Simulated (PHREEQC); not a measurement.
# Nickel, zinc or cadmium bath (model solution)

Make-up at 25 °C: 0.0017 mol ZnSO4 and 6.8e-05 mol NaBr per kg of water. Closed to the air; pH follows from the charge balance.

The numbers come from PHREEQC with the ion-association model, wateq4f.dat.

The pH is 5.98 and the ionic strength is 0.00582 mol/kgw.

| species | molality | activity | log γ |
|---|---|---|---|
| Zn+2 | 0.00144 | 0.00105 | -0.135 |
| SO4-2 | 0.00144 | 0.00104 | -0.139 |
| ZnSO4 | 0.000257 | 0.000258 | 0.001 |
| Br- | 6.80e-5 | 6.27e-5 | -0.035 |
| Na+ | 6.77e-5 | 6.24e-5 | -0.035 |
| Zn(SO4)2-2 | 3.03e-6 | 2.19e-6 | -0.141 |
| ZnOH+ | 1.20e-6 | 1.11e-6 | -0.035 |
| H+ | 1.12e-6 | 1.04e-6 | -0.032 |
| NaSO4- | 3.53e-7 | 3.27e-7 | -0.034 |
| HSO4- | 1.15e-7 | 1.06e-7 | -0.035 |
| ZnBr+ | 1.88e-8 | 1.74e-8 | -0.035 |
| Zn(OH)2 | 1.22e-8 | 1.22e-8 | 0.001 |
| OH- | 1.04e-8 | 9.60e-9 | -0.036 |

Precipitation was switched off in this run. Complexes and solids missing from the database can't appear.
